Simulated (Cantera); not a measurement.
A Cantera script and its output.

```python
import numpy as np
import cantera as ct

gas = ct.Solution("gri30.yaml")
gas.TPX = 425, 500000, {'C3H8': 1, 'O2': 9.8, 'N2': 36.9}
inlet = ct.Reservoir(gas, clone=True)
gas.equilibrate("HP")  # start burning
reactor = ct.IdealGasConstPressureReactor(gas, energy="on", clone=False)
exhaust = ct.Reservoir(gas, clone=True)
tau = [0.2, 0.086, 0.037, 0.016, 0.0068, 0.0029, 0.0013, 0.00054, 0.00023, 0.0001, 4.3e-05][0]
for a, b in ((inlet, reactor), (reactor, exhaust)):
    ct.MassFlowController(a, b, mdot=lambda t: reactor.mass / tau)
net = ct.ReactorNet([reactor])
show = ['C3H8', 'O2', 'OH', 'HO2', 'C2H4', 'H2O']

rows = []
print(f"{'tau/s':>10s}{'T/K':>9s}" + "".join(f"{s:>11s}" for s in show))
for tau in [0.2, 0.086, 0.037, 0.016, 0.0068, 0.0029, 0.0013, 0.00054, 0.00023, 0.0001, 4.3e-05]:
    net.initial_time = 0.0
    net.advance(30 * tau)
    before = gas.X
    net.advance(40 * tau)
    drift = np.max(np.abs(gas.X - before) / (gas.X + 1e-9))
    rows.append([gas.T, *gas[show].X, drift])
    print(f"{tau:10.3e}{gas.T:9.1f}" + "".join(f"{x:11.3e}" for x in gas[show].X))
```

Result:

```
     tau/s      T/K       C3H8         O2         OH        HO2       C2H4        H2O
 2.000e-01   1628.0  6.621e-07  9.857e-02  2.150e-04  1.181e-06  2.510e-06  8.200e-02
 8.600e-02   1626.9  1.258e-06  9.860e-02  2.691e-04  1.951e-06  4.486e-06  8.195e-02
 3.700e-02   1625.0  2.338e-06  9.867e-02  3.390e-04  3.337e-06  7.857e-06  8.188e-02
 1.600e-02   1621.9  4.260e-06  9.881e-02  4.261e-04  5.789e-06  1.352e-05  8.178e-02
 6.800e-03   1616.2  7.789e-06  9.907e-02  5.326e-04  1.025e-05  2.335e-05  8.162e-02
 2.900e-03   1606.2  1.427e-05  9.960e-02  6.493e-04  1.827e-05  4.039e-05  8.137e-02
 1.300e-03   1588.5  2.609e-05  1.006e-01  7.446e-04  3.211e-05  6.985e-05  8.099e-02
 5.400e-04   1544.8  6.013e-05  1.033e-01  7.251e-04  6.578e-05  1.508e-04  8.013e-02
 2.300e-04    425.0  2.096e-02  2.055e-01 -1.057e-31 -1.744e-19 -1.589e-17 -2.984e-16
 1.000e-04    425.0  2.096e-02  2.055e-01  4.270e-35 -3.004e-22 -2.819e-20 -5.293e-19
 4.300e-05    425.0  2.096e-02  2.055e-01 -3.490e-36 -1.534e-23 -1.781e-21 -3.343e-20
```

Cantera simulation using GRI-Mech 3.0 (53 species, 325 reactions); the numbers are that mechanism's predictions, not measurements. GRI-Mech 3.0 was tuned for natural gas; its chemistry of propane as a main component is partial and can be far from experiment.
